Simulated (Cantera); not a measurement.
Charge: 1 mol Si2H6, 0.13 mol O2, 93 mol H2, equilibrated at 0.450 bar.

These are equilibrium values from Cantera (NASA tables, ideal gas, pure condensed phases), not measurements of a reactor. Candidate condensed phases: H2O, Si, SiO2; 18 gas species. The feed counts by its element totals alone. Mutual solubility and eutectic melting of coexisting phases are not modelled. The tables hold silica as quartz up to 1696 K and as liquid above; real silica turns to tridymite and cristobalite and melts near 1996 K. Gases not in the tables: Si2H6 and higher silanes. Rates play no part.

Problem. Which condensed phases are stable at each of these points (T (°C)): 425, 525, 625, 725, 825, 925, 1025, 1125, 1225, 1325, 1425, 1525?

Solution. 
```json
[
 {"T (°C)": "425", "condensed phases": "Si(s) + SiO2(α-quartz)", "Si condensed (%)": "100.0"},
 {"T (°C)": "525", "condensed phases": "Si(s) + SiO2(α-quartz)", "Si condensed (%)": "100.0"},
 {"T (°C)": "625", "condensed phases": "Si(s) + SiO2(β-quartz)", "Si condensed (%)": "100.0"},
 {"T (°C)": "725", "condensed phases": "Si(s) + SiO2(β-quartz)", "Si condensed (%)": "100.0"},
 {"T (°C)": "825", "condensed phases": "Si(s) + SiO2(β-quartz)", "Si condensed (%)": "100.0"},
 {"T (°C)": "925", "condensed phases": "Si(s) + SiO2(β-quartz)", "Si condensed (%)": "100.0"},
 {"T (°C)": "1025", "condensed phases": "Si(s) + SiO2(β-quartz)", "Si condensed (%)": "99.9"},
 {"T (°C)": "1125", "condensed phases": "Si(s) + SiO2(β-quartz)", "Si condensed (%)": "99.2"},
 {"T (°C)": "1225", "condensed phases": "Si(s) + SiO2(β-quartz)", "Si condensed (%)": "94.7"},
 {"T (°C)": "1325", "condensed phases": "Si(s)", "Si condensed (%)": "87.0"},
 {"T (°C)": "1425", "condensed phases": "Si(l)", "Si condensed (%)": "86.9"},
 {"T (°C)": "1525", "condensed phases": "Si(l)", "Si condensed (%)": "86.8"}
]
```

From 425 °C to 525 °C the condensed part is Si(s) + SiO2(α-quartz). From 625 °C to 1225 °C the condensed part is Si(s) + SiO2(β-quartz). At 1325 °C the condensed part is Si(s). From 1425 °C to 1525 °C the condensed part is Si(l).
